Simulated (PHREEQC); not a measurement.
A made-up water analysis in mmol/kgw, 25 °C, pH 5.77, pe -0.7:

| constituent | mmol/kgw |
|---|---|
| Na | 0.00703 |
| K | 0.00032 |
| Ca | 0.0025 |
| Mg | 0.00542 |
| Cl | 0.00383 |
| S(6) | 0.00391 |
| Alkalinity (meq/kgw) | 0.0106 |
| Mn(2) | 4.43e-05 |
| B | 0.00063 |
| Ba | 8.44e-06 |
| Si | 0.000214 |
| N(-3) | 8.45e-06 |
| Fe(2) | 3.63e-06 |

Valence states are taken as typed.

Computed with PHREEQC (ion-association model, phreeqc.dat).

```
Quantity                        Value
--------------------  ---------------
ionic strength        3.64e-5 mol/kgw
charge-balance error            2.2 %
```

```csv
species,molality,activity,log γ
CO2,4.67e-5,4.67e-5,0.000
HCO3-,1.23e-5,1.22e-5,-0.003
Na+,7.03e-6,6.98e-6,-0.003
Mg+2,5.41e-6,5.27e-6,-0.012
SO4-2,3.90e-6,3.80e-6,-0.012
Cl-,3.83e-6,3.80e-6,-0.003
Ca+2,2.50e-6,2.43e-6,-0.012
H+,1.71e-6,1.70e-6,-0.003
H3BO3,6.30e-7,6.30e-7,0.000
```

Precipitation was switched off in this run.
